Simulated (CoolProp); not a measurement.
Vapour-liquid equilibrium of cyclohexane (1) + toluene (2) at 510.5 K; x and y are mole fractions of (1).

Values from CoolProp's multi-fluid Helmholtz-energy mixture model, Zhou 2014 and Lemmon 2006; pair parameters Bell 2016.

```tsv
x	bubble pressure (MPa)	y at the bubble point	dew pressure at overall composition x (MPa)	liquid density (mol/L)
0.05	1.446	0.078	1.424	6.709
0.125	1.534	0.182	1.485	6.653
0.2	1.618	0.276	1.549	6.597
0.275	1.700	0.362	1.617	6.541
0.35	1.778	0.440	1.688	6.485
0.425	1.853	0.513	1.763	6.429
0.5	1.925	0.582	1.839	6.375
0.575	1.995	0.648	1.918	6.321
0.65	2.061	0.712	1.997	6.268
0.725	2.125	0.774	2.075	6.218
0.8	2.185	0.835	2.151	6.170
0.875	2.243	0.897	2.223	6.125
0.95	2.298	0.958	2.291	6.084
```

No azeotrope shows between x = 0.05 and 0.95.

Pair parameters are fitted to limited data, so mixtures are less certain than the pure fluids.
